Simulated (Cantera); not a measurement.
A closed system holds: 1 mol CO, 0.49 mol CO2, at 2773 K and 4200000 Pa.

Method: chemical equilibrium by Gibbs-energy minimisation in Cantera with the NASA 1993 tables (ideal gas, pure condensed phases). Candidate condensed phases: C; 12 gas species. The ideal-gas law is rough above about 30 bar. Kinetics and transport are ignored.

Base state: CO 0.671, CO2 0.329, O2 0.000104, O 7.69e-5 (mole fractions); condensed: gas only.

### Question
What changes in the equilibrium state with this change: pressure from 4200000 Pa to 1800 Pa?

### Answer
| species | before | after |
|---|---|---|
| CO | 0.671 | 0.746 |
| CO2 | 0.329 | 0.145 |
| O | 7.69e-5 | 0.0712 |
| O2 | 0.000104 | 0.0384 |

### Question
What changes in the equilibrium state with this change: 0.45 mol NH3 added?

### Answer
```tsv
species	before	after
CO	0.671	0.550
H2	0	0.147
H2O	0	0.132
CO2	0.329	0.0714
N2	0	0.0938
H	0	0.00440
OH	0	0.00108
```
Further candidate phases: C6H6, C7H8, C8H18, H2O.
